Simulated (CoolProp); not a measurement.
Vapour pressure (kPa) of C3F8 (R218): the reference equation beside estimates from Tc = 71.9 °C, pc = 2640 kPa, ω = 0.317.

Computed with CoolProp (reference Helmholtz-energy equation of state, Lemmon 2006). It is a short technical equation, of lower accuracy than the large ones.

```csv
T (°C),reference,Lee-Kesler,van der Waals,Redlich-Kwong,Soave-Redlich-Kwong
-36.05,104.8,104.6,481.4,197.2,104.5
-32.45,122.8,122.8,520.2,224.4,122.7
-28.85,143.2,143.3,561.0,254.1,143.2
-25.35,165.4,165.7,602.6,285.7,165.6
-21.75,190.9,191.4,647.4,321.0,191.3
-18.15,219.3,220.1,694.4,359.3,220.0
-14.55,250.8,251.9,743.4,400.7,252.0
-10.95,285.7,287.0,794.7,445.4,287.3
-7.45,323.0,324.6,846.6,492.1,325.2
-3.85,365.1,367.0,902.3,543.5,368.0
-0.25,411.1,413.4,960.2,598.6,415.0
```

Absolute difference from the reference over all 11 rows, mean and median: Lee-Kesler 0.3 and 0.4 %, van der Waals 228.4 and 216.6 %, Redlich-Kwong 65.1 and 63.8 %, Soave-Redlich-Kwong 0.4 and 0.3 %.
